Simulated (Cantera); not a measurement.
A perfectly stirred reactor is fed with 9.69 % CH4, 0.310 % H2, 23.3 % O2, 66.8 % N2, at 100000 Pa; it is adiabatic with a 625 K inlet, and is followed from long to short residence time, starting on the burning branch (τ in s: 0.29, 0.14, 0.063, 0.03, 0.014, 0.0065, 0.003, 0.0014, 0.00067, 0.00031, 0.00015, 6.9e-05).

Cantera simulation using GRI-Mech 3.0 (53 species, 325 reactions); the numbers are that mechanism's predictions, not measurements.

x: mole fraction; the columns are a selection and need not sum to one.

```csv
τ (s),T (K),x CH4,x H2,x O2,x C2H6,x HCO,x OH,x O
0.29,2434,3.42e-7,0.00415,0.0376,<1e-12,8.78e-9,0.0104,0.00204
0.14,2434,7.02e-7,0.00417,0.0379,<1e-12,1.59e-8,0.0105,0.00207
0.063,2433,1.53e-6,0.00423,0.0384,<1e-12,3.27e-8,0.0106,0.00212
0.030,2431,3.12e-6,0.00435,0.0391,<1e-12,6.65e-8,0.0108,0.00222
0.014,2425,6.38e-6,0.00458,0.0402,1.64e-12,1.40e-7,0.0112,(withheld)
0.0065,2410,1.27e-5,0.00505,0.0414,6.42e-12,2.99e-7,0.0117,(withheld)
0.0030,2380,2.45e-5,0.00594,0.0429,2.35e-11,6.40e-7,0.0125,(withheld)
0.0014,2332,4.53e-5,0.00733,0.0448,7.89e-11,1.35e-6,0.0136,(withheld)
0.00067,2268,8.16e-5,0.00911,0.0471,2.53e-10,2.74e-6,0.0146,(withheld)
0.00031,2191,0.000156,0.0111,0.0500,9.21e-10,5.72e-6,0.0152,(withheld)
0.00015,2114,0.000304,0.0130,0.0533,3.59e-9,1.14e-5,0.0152,0.00831
6.9e-5,2029,0.000685,0.0147,0.0586,2.02e-8,2.42e-5,0.0143,0.00885
```

Complete the blanks.


- 0.014, x O: 0.00240
- 0.0065, x O: 0.00271
- 0.0030, x O: 0.00329
- 0.0014, x O: 0.00424
- 0.00067, x O: 0.00552
- 0.00031, x O: 0.00704
